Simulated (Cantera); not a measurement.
Adiabatic ignition

An adiabatic, constant-volume homogeneous reactor starts with 3.21 % C3H8, 20.3 % O2, 76.5 % N2, equivalence ratio 0.79, at 1800 K and 100000 Pa.

Computed with Cantera and GRI-Mech 3.0 (53 species, 325 reactions). GRI-Mech 3.0 was tuned for natural gas; its chemistry of propane as a main component is partial and can be far from experiment.

| t (s) | T (K) | P (bar) | x C3H8 | x O2 | x H2 | x NO | x C2H6 | x H2O | x HO2 |
|---|---|---|---|---|---|---|---|---|---|
| 6.00e-6 | 1783 | 1.02 | 0.0123 | 0.188 | 0.00841 | 7.16e-9 | 0.000884 | 0.00861 | 0.000582 |
| 1.54e-5 | 2643 | 1.63 | <1e-12 | 0.0601 | 0.0133 | 8.30e-5 | <1e-12 | 0.0800 | 8.68e-6 |
| 3.93e-5 | 2793 | 1.70 | <1e-12 | 0.0545 | 0.0131 | 0.000737 | <1e-12 | 0.0820 | 1.00e-5 |
| 0.000101 | 2927 | 1.77 | <1e-12 | 0.0522 | 0.0113 | 0.00331 | <1e-12 | 0.0875 | 1.38e-5 |
| 0.000258 | 2941 | 1.77 | <1e-12 | 0.0495 | 0.0111 | 0.00945 | <1e-12 | 0.0887 | 1.39e-5 |
| 0.000660 | 2933 | 1.77 | <1e-12 | 0.0466 | 0.0112 | 0.0167 | <1e-12 | 0.0892 | 1.32e-5 |
| 0.00169 | 2931 | 1.77 | <1e-12 | 0.0456 | 0.0112 | 0.0192 | <1e-12 | 0.0894 | 1.29e-5 |
| 0.00433 | 2931 | 1.77 | <1e-12 | 0.0455 | 0.0112 | 0.0192 | <1e-12 | 0.0894 | 1.29e-5 |
| 0.0111 | 2931 | 1.77 | <1e-12 | 0.0455 | 0.0112 | 0.0192 | <1e-12 | 0.0894 | 1.29e-5 |
| 0.0284 | 2931 | 1.77 | <1e-12 | 0.0455 | 0.0112 | 0.0192 | <1e-12 | 0.0894 | 1.29e-5 |
| 0.0727 | 2931 | 1.77 | <1e-12 | 0.0455 | 0.0112 | 0.0192 | <1e-12 | 0.0894 | 1.29e-5 |
| 0.186 | 2931 | 1.77 | <1e-12 | 0.0455 | 0.0112 | 0.0192 | <1e-12 | 0.0894 | 1.29e-5 |
| 0.477 | 2931 | 1.77 | <1e-12 | 0.0455 | 0.0112 | 0.0192 | <1e-12 | 0.0894 | 1.29e-5 |
| 1.22 | 2931 | 1.77 | <1e-12 | 0.0455 | 0.0112 | 0.0192 | <1e-12 | 0.0894 | 1.29e-5 |
| 3.12 | 2931 | 1.77 | <1e-12 | 0.0455 | 0.0112 | 0.0192 | <1e-12 | 0.0894 | 1.29e-5 |
| 8.00 | 2931 | 1.77 | <1e-12 | 0.0455 | 0.0112 | 0.0192 | <1e-12 | 0.0894 | 1.29e-5 |
x: mole fraction; the columns are a selection and need not sum to one.

| Property | Result |
|---|---|
| time of steepest temperature rise | 11.5 µs |
| temperature at 8.00 s | 2931 K |
| equilibrium temperature | 2931 K |
| x(C3H8) at 8.00 s | <1e-12 (gas-phase equilibrium <1e-12) |
| x(O2) at 8.00 s | 0.0455 (gas-phase equilibrium 0.0455) |
| x(H2) at 8.00 s | 0.0112 (gas-phase equilibrium 0.0112) |
